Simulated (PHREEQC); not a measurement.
Dissolve 0.42 mol K2CO3 and 0.011 mol CO2 per kg of water at 10 °C. Closed to the air; pH follows from the charge balance.

Model: ion-association model, phreeqc.dat, run in PHREEQC.

| Item | Result |
|---|---|
| pH | 11.18 |
| ionic strength | 1.25 mol/kgw |
| activity of water | 0.978 |
| density | 1.050 g/cm³ |
| total alkalinity | 840 meq/kg |

| species | molality | activity | log γ |
|---|---|---|---|
| K+ | 0.840 | 0.499 | -0.226 |
| CO3-2 | 0.408 | 0.0726 | -0.750 |
| HCO3- | 0.0228 | 0.0148 | -0.187 |
| OH- | 0.000763 | 0.000435 | -0.244 |
| CO2 | 2.18e-7 | 2.91e-7 | 0.125 |

No solid was allowed to form. Ionic strength above about 0.7 mol/kgw puts this run outside the model's range. At this temperature some constants are extrapolated from 25 °C, and those without enthalpy data are left unchanged.
